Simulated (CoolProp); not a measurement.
The numbers come from the reference Helmholtz-energy equation of state, Fiedler 2023 in CoolProp.

Q: Give the vapour pressure (bar), vapour density (kg/m³), enthalpy of vaporisation (kJ/kg), liquid cp (kJ/(kg K)) of saturated tetrahydrofuran at 391.1, 398.8 K.

A: 
| T (K) | p (bar) | vapour density (kg/m³) | enthalpy of vaporisation (kJ/kg) | liquid cp (kJ/(kg K)) |
|---|---|---|---|---|
| 391.1 | 4.24 | 10.2 | 374 | 2.12 |
| 398.8 | 5.06 | 12.1 | 367 | 2.15 |
